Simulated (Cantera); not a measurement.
**Gas activation for diamond growth**

An isothermal, constant-pressure homogeneous reactor starts with 3.19 % CH₄, 96.8 % H₂, at 2050 K and 105 Torr.

Computed with Cantera and GRI-Mech 3.0 (53 species, 325 reactions). GRI-Mech 3.0 stops at C3 and has no aromatics, soot or wall deposition, so with more carbon than oxygen in the feed, carbon stays in small species such as C2H2 where larger ones or solid carbon would form.

| t (s) | x CH₄ | x H₂ | x C₂H₄ | x C₂H₆ | x CH₃ | x C₂H |
|---|---|---|---|---|---|---|
| 1.00e-6 | 0.0319 | 0.968 | 2.01e-12 | 2.04e-12 | 6.01e-6 | <1e-12 |
| 4.61e-6 | 0.0319 | 0.968 | 3.88e-10 | 2.15e-10 | 2.50e-5 | <1e-12 |
| 2.13e-5 | 0.0318 | 0.968 | 4.94e-8 | 1.52e-8 | 0.000108 | <1e-12 |
| 9.80e-5 | 0.0314 | 0.967 | 4.47e-6 | 4.68e-7 | 0.000483 | 1.16e-11 |
| 0.000452 | 0.0292 | 0.965 | 0.000108 | 4.47e-6 | 0.00182 | 1.98e-8 |
| 0.00208 | 0.0188 | 0.969 | 9.16e-5 | 3.57e-6 | 0.00191 | 6.05e-7 |
| 0.00960 | 0.00605 | 0.976 | 1.92e-5 | 4.15e-7 | 0.000676 | 1.53e-6 |
| 0.0443 | 0.00127 | 0.978 | 1.08e-5 | 1.98e-8 | 0.000151 | 1.97e-6 |
| 0.204 | 0.000302 | 0.978 | 1.07e-5 | 1.28e-9 | 3.64e-5 | 2.07e-6 |
| 0.941 | 0.000191 | 0.978 | 1.07e-5 | 6.04e-10 | 2.31e-5 | 2.08e-6 |
| 4.34 | 0.000191 | 0.978 | 1.07e-5 | 6.03e-10 | 2.30e-5 | 2.08e-6 |
| 20.0 | 0.000191 | 0.978 | 1.07e-5 | 6.03e-10 | 2.30e-5 | 2.08e-6 |
x: mole fraction; the columns are a selection and need not sum to one.

Equilibrium at this temperature and pressure: CH₄ 0.000191, H₂ 0.978, C₂H₄ 1.07e-5, C₂H₆ 6.03e-10, CH₃ 2.30e-5, C₂H 2.08e-6 (gas phase only).
